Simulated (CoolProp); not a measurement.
c-C4F8 (RC318) along the isobar 0.439 MPa: Z from the reference equation and from simpler models built on Tc = 115.2 °C, pc = 2.778 MPa, ω = 0.355; each cubic takes its own stable root.

Computed with CoolProp (reference Helmholtz-energy equation of state, Platzer 1990). This equation is an older, rougher fit; its heat capacities, sound speeds and derivatives of the liquid may be far off and weren't checked against measurements.

| T (°C) | phase | reference |
|---|---|---|
| 25.05 | liquid | 0.02363 |
| 47.55 | gas | 0.8884 |
| 58.75 | gas | 0.9024 |
| 69.95 | gas | 0.9140 |
| 81.25 | gas | 0.9239 |
| 92.45 | gas | 0.9322 |
| 103.65 | gas | 0.9393 |
| 114.85 | gas | 0.9456 |
| 126.15 | gas | 0.9510 |
| 137.35 | gas | 0.9558 |
| 148.55 | gas | 0.9600 |
| 159.75 | gas | 0.9638 |
| 171.05 | gas | 0.9672 |

How far does each simpler model (van der Waals, Soave-Redlich-Kwong, Peng-Robinson) lie from the reference over these 13 states: mean and median of the absolute difference, and the worst?


- van der Waals: mean 287.7 %, median 0.8 %, worst +3726.5 % at 25.05 °C and 0.439 MPa
- Soave-Redlich-Kwong: mean 0.7 %, median 0.1 %, worst +7.0 % at 25.05 °C and 0.439 MPa
- Peng-Robinson: mean 1.2 %, median 0.8 %, worst -5.6 % at 25.05 °C and 0.439 MPa

At some of these states van der Waals gives the other phase, because its saturation line lies elsewhere.
